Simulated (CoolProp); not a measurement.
Vapour-liquid equilibrium of R143a (1) + isobutane (2) at 219.6 K; x and y are mole fractions of (1).

Values from CoolProp's multi-fluid Helmholtz-energy mixture model, Lemmon and Jacobsen 2000 and Bücker 2006; pair parameters Bell 2016.

```
x     bubble pressure, mixture model (kPa)  bubble pressure, Raoult's law (kPa)  y, mixture model  y, Raoult's law
----  ------------------------------------  -----------------------------------  ----------------  ---------------
0.05                                 30.81                                16.73             0.570            0.222
0.15                                 50.91                                22.80             0.756            0.489
0.25                                 60.32                                28.87               [?]            0.644
0.35                                 64.66                                34.94             0.823            0.745
0.45                                 66.82                                41.01               [?]            0.816
0.55                                 68.24                                47.08             0.842            0.869
0.65                                 69.63                                53.15             0.852            0.910
0.75                                 71.25                                59.22             0.869            0.942
0.85                                   [?]                                65.29             0.899            0.969
0.95                                 74.30                                71.36             0.955            0.990
```

Complete the blanks.


- 0.25, y, mixture model: 0.804
- 0.45, y, mixture model: 0.834
- 0.85, bubble pressure, mixture model (kPa): 72.99

The largest gap from Raoult's law is +123.3 % in bubble pressure, at x = 0.15. No azeotrope shows between x = 0.05 and 0.95.

Pair parameters are fitted to limited data, so mixtures are less certain than the pure fluids. With so large a gap from Raoult's law the liquid may split in two, which this calculation doesn't test in full.
